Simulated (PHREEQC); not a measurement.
Sulfide liquor: speciation

Dissolve 0.13 mol NaHS, 0.00042 mol HCl and 0.00011 mol ZnCl2 per kg of water at 25 °C. Closed to the air; pH follows from the charge balance.

The numbers come from PHREEQC with the ion-association model, wateq4f.dat.

Each row changes one thing in this solution. No solid was allowed to form.

```tsv
case	pH	ionic strength (mol/kgw)	SI of Zincite(c) (ZnO)	SI of Zn(OH)2-e (Zn(OH)2)
as made	9.21	0.130	-10.02	-10.38
NaHS left out	3.39	0.000750	-8.37	-8.73
HCl left out	9.62	0.130	-9.21	-9.57
diluted 10-fold with water	9.20	0.0130	-8.83	-9.19
ZnCl2 from 0.00011 to 0.000121 mol/kgw	9.21	0.130	-9.98	-10.34
HCl from 0.00042 to 0.000462 mol/kgw	9.18	0.130	-10.08	-10.44
```

Complexes and solids missing from the database can't appear. Some of these states are supersaturated (in Sphalerite (slow to form), ZnS(a), for instance). The polysulfide entries of wateq4f.dat were taken out for this run.
